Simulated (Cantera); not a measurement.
# Low-pressure radical oxidation in H2/O2

A perfectly stirred reactor is fed with 2.72 % H2, 97.3 % O2, equivalence ratio 0.014, at 0.00158 atm; it is held at 1375 K, and followed from long to short residence time.

Computed with Cantera and the H2/O2 subset of GRI-Mech 3.0, which has no nitrogen chemistry. Radical loss at walls, strong at low pressure, is not modelled.

```json
[
 {"τ (s)": "9.4", "x H2": "0.000170", "x O2": "0.958", "x H2O": "0.0255", "x H2O2": "3.45e-9", "x OH": "0.00251"},
 {"τ (s)": "3.0", "x H2": "0.000241", "x O2": "0.953", "x H2O": "0.0249", "x H2O2": "3.75e-9", "x OH": "0.00292"},
 {"τ (s)": "0.98", "x H2": "0.000315", "x O2": "0.950", "x H2O": "0.0245", "x H2O2": "3.93e-9", "x OH": "0.00317"},
 {"τ (s)": "0.32", "x H2": "0.000449", "x O2": "0.949", "x H2O": "0.0241", "x H2O2": "4.15e-9", "x OH": "0.00335"},
 {"τ (s)": "0.10", "x H2": "0.000833", "x O2": "0.949", "x H2O": "0.0235", "x H2O2": "4.67e-9", "x OH": "0.00365"},
 {"τ (s)": "0.033", "x H2": "0.00187", "x O2": "0.950", "x H2O": "0.0220", "x H2O2": "5.76e-9", "x OH": "0.00420"},
 {"τ (s)": "0.011", "x H2": "0.00460", "x O2": "0.953", "x H2O": "0.0189", "x H2O2": "7.35e-9", "x OH": "0.00495"},
 {"τ (s)": "0.0034", "x H2": "0.0120", "x O2": "0.960", "x H2O": "0.0118", "x H2O2": "7.33e-9", "x OH": "0.00480"}
]
```
x: mole fraction; the columns are a selection and need not sum to one.
